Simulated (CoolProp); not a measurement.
A closed Brayton cycle with carbon dioxide: compressor inlet 317.15 K and 9.7 MPa, high pressure 31.8 MPa, turbine inlet 825 K, compressor efficiency 0.89, turbine efficiency 0.9, recuperator effectiveness 0.95 (on enthalpy, no pinch check). Each further row changes one setting.

The numbers come from the reference Helmholtz-energy equation of state, Span 1996 in CoolProp.

| case | thermal efficiency (%) | net work (kJ/kg) | compressor to turbine work | compressor exit (K) | turbine exit (K) |
|---|---|---|---|---|---|
| as stated | ___ | 112 | 0.27 | 375.1 | 683.1 |
| turbine inlet 775 K | 36.8 | 101 | ___ | 375.1 | 638.1 |
| compressor inlet 327.15 K | 37.0 | ___ | 0.36 | 414.1 | 683.1 |
| high pressure 27 MPa | 37.9 | 101 | ___ | ___ | 702.0 |
| recuperator effectiveness 0.5 | 24.7 | 112 | 0.27 | 375.1 | 683.1 |

Task: Complete the blanks.

Result: 
- as stated, thermal efficiency (%): 38.9
- turbine inlet 775 K, compressor to turbine work: 0.29
- compressor inlet 327.15 K, net work (kJ/kg): 97.7
- high pressure 27 MPa, compressor to turbine work: 0.25
- high pressure 27 MPa, compressor exit (K): 366.6
